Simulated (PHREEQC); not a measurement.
1 kg of water holding 0.11 mol CaCl2 and 0.11 mol NaCl is evaporated at 30 °C; the solids stay in contact with the brine. The system is closed to CO2. Solids allowed: Halite, Portlandite. Others were left out.

Equilibrium calculation in PHREEQC: Pitzer model, pitzer.dat.

**Question.** Predict ionic strength, water activity at water left (kg) = 1, 0.2533, 0.07809, 0.0293.

**Answer.** 
| water left (kg) | ionic strength | water activity |
|---|---|---|
| 1 | 0.440 | 0.991 |
| 0.2533 | 1.74 | 0.963 |
| 0.07809 | 5.63 | 0.847 |
| 0.0293 | 12.3 | 0.602 |

Species that the database lacks are ignored.
